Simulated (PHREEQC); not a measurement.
PHREEQC input (ion-association model, wateq4f.dat):

```
SOLUTION_MASTER_SPECIES
  An  An-  0  An  62.0  # stands for a non-complexing anion
SOLUTION_SPECIES
  An- = An-
    -log_k 0
    -gamma 3.0 0
PHASES
  Fix_H+
    H+ = H+
    -log_k 0
SOLUTION 1
  temp 25
  units mmol/kgw
  pH 7 charge
  Cl 0.009
  Sr 0.0045
  B 0.062
  Na 50
  An 50
END
SELECTED_OUTPUT 1
  -reset false
  -pH true
  -pe true
  -ionic_strength true
  -water true
  -totals B Cl Na Sr
  -molalities Hfo_wOH Hfo_wOH2+ Hfo_wO- Hfo_sOH Hfo_sOH2+ Hfo_sO- Hfo_sOHSr+2 Hfo_wOSr+ Hfo_wOSrOH Hfo_wH2BO3
  -saturation_indices Halite
USER_PUNCH 1
  -headings sigma psi
  10 PUNCH EDL("sigma", "Hfo"), EDL("psi", "Hfo")
PRINT
  -reset false
USE solution 1
SURFACE 1
  Hfo_wOH 0.000224719 600 0.1
  Hfo_sOH 5.61798e-06
EQUILIBRIUM_PHASES 1
  Fix_H+ -4 HAn 10
    -force_equality true
  O2(g) -0.68 10
END
# ... the last block is repeated for the other 12 points of pH, with NaOH or the acid as the point needs
```

Selected output (columns that matter, 13 of 13 rows; pH added in front):

```
pH	mu	B	Na	Sr	m_Hfo_wOH	m_Hfo_wOH2+	m_Hfo_wO-	m_Hfo_sOH	m_Hfo_sOH2+	m_Hfo_sO-	m_Hfo_sOHSr+2	si_Halite	sigma	psi
4	0.050222	6.1988e-05	0.05	4.5e-06	4.5921e-05	0.00017852	2.7061e-07	1.1481e-06	4.4631e-06	6.7656e-09	9.9774e-13	-8.1034	0.29382	0.15974
4.67	0.050106	6.1977e-05	0.05	4.5e-06	8.9469e-05	0.00013386	1.37e-06	2.237e-06	3.3468e-06	3.4253e-08	6.3032e-12	-8.1033	0.2184	0.14464
5.33	0.050064	6.1967e-05	0.05	4.5e-06	0.00012796	9.2682e-05	4.047e-06	3.1994e-06	2.3174e-06	1.0119e-07	4.4156e-11	-8.1032	0.14611	0.12423
6	0.050042	6.196e-05	0.05	4.4996e-06	0.0001535	6.2546e-05	8.6304e-06	3.838e-06	1.5638e-06	2.1578e-07	3.6674e-10	-8.1032	0.088878	0.099377
6.67	0.050029	6.1957e-05	0.05	4.4963e-06	0.00016629	4.3987e-05	1.4401e-05	4.1553e-06	1.0992e-06	3.5987e-07	3.6586e-09	-8.1032	0.048781	0.070842
7.33	0.05002	6.1956e-05	0.05	4.4572e-06	0.00017115	3.3471e-05	2.005e-05	4.2475e-06	8.3063e-07	4.9756e-07	4.2336e-08	-8.1032	0.022257	0.039559
8	0.050017	6.1958e-05	0.050004	4.0125e-06	0.00017246	2.6574e-05	2.5639e-05	3.9434e-06	6.0765e-07	5.8627e-07	4.8063e-07	-8.1031	0.003095	0.006047
8.67	0.050037	6.1967e-05	0.050035	2.215e-06	0.00017116	2.0148e-05	3.3311e-05	2.5875e-06	3.0458e-07	5.0357e-07	2.2223e-06	-8.1029	-0.014241	-0.026669
9.33	0.050085	6.1983e-05	0.050094	5.8511e-07	0.00016604	1.4322e-05	4.4097e-05	1.4418e-06	1.2437e-07	3.8292e-07	3.6689e-06	-8.1024	-0.036105	-0.057724
10	0.050208	6.1995e-05	0.05023	7.8806e-08	0.00015475	9.0794e-06	6.0424e-05	1.143e-06	6.7063e-08	4.4631e-07	3.9616e-06	-8.1014	-0.069705	-0.087458
10.67	0.050683	6.1999e-05	0.05072	1.0398e-08	0.00013269	4.6521e-06	8.6698e-05	1.0704e-06	3.7527e-08	6.9937e-07	3.8107e-06	-8.0978	-0.11967	-0.11386
11.33	0.052773	6.2e-05	0.052832	2.0525e-09	9.703e-05	1.7263e-06	0.00012493	9.3188e-07	1.658e-08	1.1999e-06	3.4696e-06	-8.0828	-0.18725	-0.13548
12	0.062706	6.2e-05	0.06279	8.6368e-10	4.9789e-05	3.2848e-07	0.00017289	6.3232e-07	4.1716e-09	2.1957e-06	2.7858e-06	-8.0195	-0.2694	-0.14963
```

Species that the database lacks are ignored.
